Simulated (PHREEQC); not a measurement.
A solution holds 0.27 mol CuSO4, 0.0044 mol HCl and 0.0085 mol FeCl3 per kg of water, at 30 °C. Closed to the air; pH follows from the charge balance.

Computed with PHREEQC (ion-association model, phreeqc.dat).

| Quantity | Result |
|---|---|
| pH | 2.98 |
| ionic strength | 0.514 mol/kgw |
| activity of water | 0.993 |
| density | 1.039 g/cm³ |
| total alkalinity | -21.4 meq/kg |

```tsv
species	molality	activity	log γ
CuSO4	0.139	0.156	0.051
Cu+2	0.128	0.0314	-0.611
SO4-2	0.117	0.0235	-0.697
Cl-	0.0269	0.0174	-0.190
FeSO4+	0.00517	0.00350	-0.169
HSO4-	0.00365	0.00267	-0.135
CuCl+	0.00290	0.00187	-0.190
Fe(SO4)2-	0.00251	0.00184	-0.135
```

Precipitation was switched off in this run. The solution is supersaturated, for example in Hematite (slow to form), Goethite (slow to form), so a real one may precipitate; this is no full list.
